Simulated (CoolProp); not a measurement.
A single-stage vapour-compression cycle with R113: evaporating at 323.15 K (dew point), condensing at 359.15 K (bubble point), superheat 10 K, subcooling 2 K, compressor efficiency 0.8, no pressure losses. Each further row changes one setting.

Values from CoolProp's reference Helmholtz-energy equation of state, Marx 1992.

| case | cooling COP | pressure ratio | discharge temperature (K) | refrigerating effect (kJ/kg) | volumetric capacity (kJ/m³) |
|---|---|---|---|---|---|
| as stated | … | 2.82 | 363.8 | 118 | 909 |
| evaporating temperature 328.15 K | 7.60 | 2.41 | 364.3 | 121 | … |
| condensing temperature 354.15 K | … | 2.48 | 359.8 | 123 | 947 |
| subcooling 7 K | 6.57 | 2.82 | 363.8 | 123 | 947 |
| superheat 20 K | 6.45 | 2.82 | 374.1 | … | 932 |
| compressor efficiency 0.7 | … | 2.82 | 367.4 | 118 | 909 |

**Question.** Complete the blanks.

**Answer.** 
- as stated, cooling COP: 6.30
- evaporating temperature 328.15 K, volumetric capacity (kJ/m³): 1080
- condensing temperature 354.15 K, cooling COP: 7.51
- superheat 20 K, refrigerating effect (kJ/kg): 125
- compressor efficiency 0.7, cooling COP: 5.52
